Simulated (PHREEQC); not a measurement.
4.7 g of hydrous ferric oxide (600 m²/g; 0.2 weak and 0.005 strong sites per Fe, Dzombak-Morel constants, diffuse double layer) in 1 kg of water with 0.005 mol/kgw of an inert sodium salt and 0.00042 mol/kgw Na2HAsO4, 1.4e-05 mol/kgw NaF and 2e-05 mol/kgw H3BO3, at 25 °C; the pH is set by adding NaOH or the inert anion's acid. O2 is buffered at 0.21 atm. No CO2 enters from the air. Precipitation was switched off in this run.

Computed with PHREEQC (ion-association model, wateq4f.dat).

### Question
Predict F sorbed (%), B sorbed (%), surface charge σ (C/m²), surface potential ψ (mV) at pH = 5.62, 6.75, 8.62.

### Answer
```csv
pH,F sorbed (%),B sorbed (%),surface charge σ (C/m²),surface potential ψ (mV)
5.62,97.3,2.8,0.050,121
6.75,79.4,3.0,0.015,64
8.62,6.2,2.5,-0.008,-40
```

Real BF4- forms and hydrolyses slowly; the run takes it at equilibrium. The oxide is taken as insoluble; below pH 4 it would dissolve.
